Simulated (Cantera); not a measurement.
An adiabatic, constant-volume homogeneous reactor starts with CO : H2 : O2 : N2 = 1 : 0.22 : 0.305 : 1.15 (molar parts), at 1750 K and 4.93 atm. Integrator tolerance rtol = 1e-08.

Detailed kinetics in Cantera: GRI-Mech 3.0 (53 species, 325 reactions). The hydrogen kinetics of GRI-Mech 3.0 are dated; newer H2 mechanisms differ, most at raised pressure. Above 3000 K some thermodynamic fits are extrapolated.

Question: What does this change do: initial temperature 1750 to 1500 K?

Answer: 
```json
[
 {"quantity": "time of steepest temperature rise", "before": "2.42 µs", "after": "4.66 µs"},
 {"quantity": "temperature at 1.00 s", "before": "3164 K", "after": "3096 K"},
 {"quantity": "equilibrium temperature", "before": "3164 K", "after": "3096 K"},
 {"quantity": "x(CO) at 1.00 s", "before": "0.272 (gas-phase equilibrium 0.272)", "after": "0.264 (gas-phase equilibrium 0.264)"},
 {"quantity": "x(H2) at 1.00 s", "before": "0.0157 (gas-phase equilibrium 0.0157)", "after": "0.0153 (gas-phase equilibrium 0.0153)"},
 {"quantity": "x(O2) at 1.00 s", "before": "0.0102 (gas-phase equilibrium 0.0102)", "after": "0.00722 (gas-phase equilibrium 0.00722)"},
 {"quantity": "x(NO) at 1.00 s", "before": "0.00978 (gas-phase equilibrium 0.00978)", "after": "0.00767 (gas-phase equilibrium 0.00767)"},
 {"quantity": "x(HO2) at 1.00 s", "before": "7.66e-6 (gas-phase equilibrium 7.66e-6)", "after": "5.62e-6 (gas-phase equilibrium 5.62e-6)"}
]
```

Question: What does this change do: constant pressure in place of constant volume?

Answer: 
```csv
quantity,before,after
time of steepest temperature rise,2.42 µs,2.40 µs
temperature at 1.00 s,3164 K,3021 K
equilibrium temperature,3164 K,3021 K
x(CO) at 1.00 s,0.272 (gas-phase equilibrium 0.272),0.265 (gas-phase equilibrium 0.265)
x(H2) at 1.00 s,0.0157 (gas-phase equilibrium 0.0157),0.0155 (gas-phase equilibrium 0.0155)
x(O2) at 1.00 s,0.0102 (gas-phase equilibrium 0.0102),0.00788 (gas-phase equilibrium 0.00788)
x(NO) at 1.00 s,0.00978 (gas-phase equilibrium 0.00978),0.00734 (gas-phase equilibrium 0.00734)
x(HO2) at 1.00 s,7.66e-6 (gas-phase equilibrium 7.66e-6),4.47e-6 (gas-phase equilibrium 4.47e-6)
```
